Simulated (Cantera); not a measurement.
Cantera run, input and output.

```python
import numpy as np
import cantera as ct

gas = ct.Solution("gri30.yaml")
gas.TPX = 350, 180000, {'CH4': 1, 'C2H6': 1.5, 'C3H8': 0.95, 'O2': 15.2, 'N2': 57.1}
inlet = ct.Reservoir(gas, clone=True)
gas.equilibrate("HP")  # start burning
reactor = ct.IdealGasConstPressureReactor(gas, energy="on", clone=False)
exhaust = ct.Reservoir(gas, clone=True)
tau = [0.048, 0.015, 0.0046, 0.0014, 0.00044, 0.00014, 4.3e-05, 1.3e-05, 4.1e-06][0]
for a, b in ((inlet, reactor), (reactor, exhaust)):
    ct.MassFlowController(a, b, mdot=lambda t: reactor.mass / tau)
net = ct.ReactorNet([reactor])
show = ['CH4', 'C2H6', 'C3H8', 'CH2O', 'O', 'NO2', 'CH3']

rows = []
print(f"{'tau/s':>10s}{'T/K':>9s}" + "".join(f"{s:>11s}" for s in show))
for tau in [0.048, 0.015, 0.0046, 0.0014, 0.00044, 0.00014, 4.3e-05, 1.3e-05, 4.1e-06]:
    net.initial_time = 0.0
    net.advance(30 * tau)
    before = gas.X
    net.advance(40 * tau)
    drift = np.max(np.abs(gas.X - before) / (gas.X + 1e-9))
    rows.append([gas.T, *gas[show].X, drift])
    print(f"{tau:10.3e}{gas.T:9.1f}" + "".join(f"{x:11.3e}" for x in gas[show].X))
```

It prints:

```
     tau/s      T/K        CH4       C2H6       C3H8       CH2O          O        NO2        CH3
 4.800e-02   2049.5  1.378e-06  2.784e-07  1.804e-07  6.361e-07  2.893e-04  2.524e-07  1.317e-06
 1.500e-02   2035.3  2.975e-06  7.415e-07  4.778e-07  1.513e-06  4.967e-04  1.472e-07  2.799e-06
 4.600e-03   2007.6  6.355e-06  1.890e-06  1.188e-06  3.560e-06  9.246e-04  8.155e-08  5.763e-06
 1.400e-03   1961.1  1.451e-05  4.767e-06  2.868e-06  8.712e-06  1.661e-03  4.316e-08  1.264e-05
 4.400e-04   1893.2  3.663e-05  1.227e-05  7.029e-06  2.199e-05  2.629e-03  2.416e-08  2.983e-05
 1.400e-04   1794.6  1.177e-04  3.731e-05  2.056e-05  6.241e-05  3.304e-03  1.298e-08  8.153e-05
 4.300e-05    350.0  1.320e-02  1.980e-02  1.254e-02  6.696e-17  1.677e-26  2.465e-19  2.797e-21
 1.300e-05    350.0  1.320e-02  1.980e-02  1.254e-02 -9.058e-21 -1.181e-30 -3.335e-23 -3.784e-25
 4.100e-06    350.0  1.320e-02  1.980e-02  1.254e-02 -5.722e-22 -7.273e-32 -2.107e-24 -2.390e-26
```

Computed with Cantera and GRI-Mech 3.0 (53 species, 325 reactions). GRI-Mech 3.0 was tuned for natural gas; its chemistry of propane as a main component is partial and can be far from experiment.
